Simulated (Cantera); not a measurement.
# Iron carbonyl, mercury and lead vapours: Hg + H2 + O2

Charge: 1 mol Hg, 1 mol H2, 0.16 mol O2, equilibrated at 702 °C and 0.133 bar.

These are equilibrium values from Cantera (NASA tables, ideal gas, pure condensed phases), not measurements of a reactor. Candidate condensed phases: H2O, Hg, HgO; 10 gas species. The numbers say what is thermodynamically allowed, not how fast it happens.

```yaml
x(Hg): 0.500
x(H2): 0.340
x(H2O): 0.160
gas_amount: 2.000 mol
log10 activity of Hg(l) (absent): -2.89
```
